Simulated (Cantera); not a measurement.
An adiabatic, constant-volume homogeneous reactor starts with 2.84 % CH₄, 9.82 % O₂, 87.3 % N₂, at 1623 K and 0.987 atm.

Cantera simulation using GRI-Mech 3.0 (53 species, 325 reactions); the numbers are that mechanism's predictions, not measurements.

One state of this run: T (K) = 1625; P (bar) = 1.00; x CH₄ = 0.0276; x O₂ = 0.0977; x OH = 4.51e-6; x NO = 2.12e-11; x C₂H₂ = 2.72e-7. x: mole fraction; the columns are a selection and need not sum to one.

### Question
Which value of t (s) does it belong to?
(A) 0.000360
(B) 0.0104
(C) 0.00448
(D) 0.000155

### Answer
A, 0.000360
